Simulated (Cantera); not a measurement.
Feed: 1 mol SiH2Cl2, 0.22 mol O3, 180 mol N2, at 1798.15 K and 0.0290 bar.

Method: chemical equilibrium by Gibbs-energy minimisation in Cantera with the NASA 1993 tables (ideal gas, pure condensed phases). Candidate condensed phases: H2O, NH4Cl, Si, SiO2, Si2N2O, Si3N4; 47 gas species. The tables' values for SiCl3 are old estimates; treat these amounts as uncertain. The numbers say what is thermodynamically allowed, not how fast it happens.

**Question.** What is the equilibrium state?

**Answer.** x(N2): 0.985
x(HCl): 0.00696
x(SiO): 0.00361
x(H2): 0.00195
x(SiCl2): 0.00183
x(Cl): 0.000250
x(H): 9.14e-5
x(SiCl3): 2.50e-5
x(SiCl): 5.94e-6
gas amount: 182.7 mol
log10 activity of Si(l) (absent): -1.63
